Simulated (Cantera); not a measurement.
Feed: 1 mol C₆H₆, 0.51 mol O₂, 45 mol H₂, 2.2 mol H₂O, at 1925 °C and 4.00 mbar.

Method: chemical equilibrium by Gibbs-energy minimisation in Cantera with the NASA 1993 tables (ideal gas, pure condensed phases). Equilibrium is a limit: real reactors are often held back by kinetics, nucleation or transport.

```
species            before     after
----------------  -------  --------
H₂                  0.858     0.931
CO                 0.0578    0.0605
CH₄               7.78e-7   0.00480
H                  0.0816   0.00117
C₂H₄              1.84e-8  0.000114
H₂O               1.14e-8   6.79e-5
CH₃               1.42e-6  0.000116
C₂H₂ (acetylene)  0.00218   0.00236
C(graphite), mol     2.54      2.26
```
Gas species are given as mole fractions.

Task: What was changed between the two runs?
(A) pressure from 4.00 mbar to 21.0 bar
(B) pressure from 4.00 mbar to 39.0 Pa
(C) 0.5 mol CO₂ added
(D) C₆H₆ replaced by n-butane

Result: A, pressure from 4.00 mbar to 21.0 bar
